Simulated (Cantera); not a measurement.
**Thermodynamics of roasting and sulfation, feed FeS + H2S + O2 + SO2**

A closed system holds: 1 mol FeS, 0.097 mol H2S, 1.2 mol O2, 4 mol SO2, held at 1.40 bar.

Cantera equilibrium calculation (NASA polynomials, part measured and part estimated; ideal gas, pure solids and liquids). Candidate condensed phases: Fe, FeO, Fe(OH)2, Fe(OH)3, FeS, FeSO4, FeS2, Fe2O3, Fe2(SO4)3, Fe3O4, H2O, H2SO4, S; 22 gas species. Mutual solubility and eutectic melting of coexisting phases are not modelled. The tables' stoichiometric FeO is somewhat more stable than real wüstite, so its field is too wide. FeO, FeS: taken at fixed stoichiometry. Gases not in the tables: S3 to S7. Equilibrium is a limit: real reactors are often held back by kinetics, nucleation or transport.

```json
[
 {"T (K)": "625", "x SO2": "0.975", "x S2": "3.29e-5", "x H2O": "0.0250", "x SO": "6.97e-10", "x S2O": "3.63e-5", "x H2": "4.75e-8", "n FeSO4(s)": "0.685", "n FeS2(s)": "0.315", "n Fe3O4(s)": "0", "n FeS(s)": "0", "n FeO(s)": "0", "n FeO(l)": "0"},
 {"T (K)": "775", "x SO2": "0.979", "x S2": "0.000672", "x H2O": "0.0204", "x SO": "1.38e-7", "x S2O": "0.000300", "x H2": "9.13e-7", "n FeSO4(s)": "0", "n FeS2(s)": "0.226", "n Fe3O4(s)": "0.258", "n FeS(s)": "0", "n FeO(s)": "0", "n FeO(l)": "0"},
 {"T (K)": "925", "x SO2": "0.962", "x S2": "0.0151", "x H2O": "0.0196", "x SO": "6.37e-6", "x S2O": "0.00279", "x H2": "1.01e-5", "n FeSO4(s)": "0", "n FeS2(s)": "0", "n Fe3O4(s)": "0.245", "n FeS(s)": "0.265", "n FeO(s)": "0", "n FeO(l)": "0"},
 {"T (K)": "1075", "x SO2": "0.945", "x S2": "0.0306", "x H2O": "0.0194", "x SO": "6.83e-5", "x S2O": "0.00436", "x H2": "4.05e-5", "n FeSO4(s)": "0", "n FeS2(s)": "0", "n Fe3O4(s)": "0.277", "n FeS(s)": "0.168", "n FeO(s)": "0", "n FeO(l)": "0"},
 {"T (K)": "1225", "x SO2": "0.922", "x S2": "0.0516", "x H2O": "0.0192", "x SO": "0.000407", "x S2O": "0.00606", "x H2": "0.000117", "n FeSO4(s)": "0", "n FeS2(s)": "0", "n Fe3O4(s)": "0.322", "n FeS(s)": "0.0353", "n FeO(s)": "0", "n FeO(l)": "0"},
 {"T (K)": "1375", "x SO2": "0.915", "x S2": "0.0572", "x H2O": "0.0191", "x SO": "0.00153", "x S2O": "0.00625", "x H2": "0.000251", "n FeSO4(s)": "0", "n FeS2(s)": "0", "n Fe3O4(s)": "0.333", "n FeS(s)": "0", "n FeO(s)": "0", "n FeO(l)": "0"},
 {"T (K)": "1525", "x SO2": "0.932", "x S2": "0.0399", "x H2O": "0.0188", "x SO": "0.00400", "x S2O": "0.00466", "x H2": "0.000405", "n FeSO4(s)": "0", "n FeS2(s)": "0", "n Fe3O4(s)": "0", "n FeS(s)": "0", "n FeO(s)": "1.000", "n FeO(l)": "0"},
 {"T (K)": "1675", "x SO2": "0.928", "x S2": "0.0386", "x H2O": "0.0185", "x SO": "0.00932", "x S2O": "0.00441", "x H2": "0.000650", "n FeSO4(s)": "0", "n FeS2(s)": "0", "n Fe3O4(s)": "0", "n FeS(s)": "0", "n FeO(s)": "0", "n FeO(l)": "1.000"},
 {"T (K)": "1825", "x SO2": "0.921", "x S2": "0.0363", "x H2O": "0.0181", "x SO": "0.0187", "x S2O": "0.00409", "x H2": "0.000953", "n FeSO4(s)": "0", "n FeS2(s)": "0", "n Fe3O4(s)": "0", "n FeS(s)": "0", "n FeO(s)": "0", "n FeO(l)": "1.000"}
]
```
x: gas mole fraction; n: condensed amount in mol.

At 625 K the condensed part is FeSO4(s) + FeS2(s). At 775 K the condensed part is FeS2(s) + Fe3O4(s). From 925 K to 1225 K the condensed part is FeS(s) + Fe3O4(s). At 1375 K the condensed part is Fe3O4(s). At 1525 K the condensed part is FeO(s). From 1675 K to 1825 K the condensed part is FeO(l).
